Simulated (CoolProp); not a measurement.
Vapour-liquid equilibrium of propane (1) + isobutene (2) at 25.25 °C; x and y are mole fractions of (1).

Values from CoolProp's multi-fluid Helmholtz-energy mixture model, Lemmon 2009 and Lemmon 2005; pair parameters Bell 2016.

```csv
x,bubble pressure (kPa),y at the bubble point,dew pressure at overall composition x (kPa),liquid density (mol/L)
0.05,349.7,0.153,320.1,10.51
0.15,424.3,0.356,348.8,10.57
0.25,489.8,0.490,382.4,10.64
0.35,550.6,0.592,421.9,10.70
0.45,609.5,0.677,468.6,10.78
0.55,668.4,0.750,524.1,10.85
0.65,728.7,0.816,589.9,10.92
0.75,791.1,0.875,668.5,11.00
0.85,856.1,0.929,763.7,11.07
0.95,923.6,0.978,883.7,11.13
```

No azeotrope shows between x = 0.05 and 0.95.

The pair parameters rest on a limited set of measurements; away from them the model extrapolates. The gap from Raoult's law changes sign with composition, which may be real or a fault of the pair parameters; it wasn't checked against measurements.
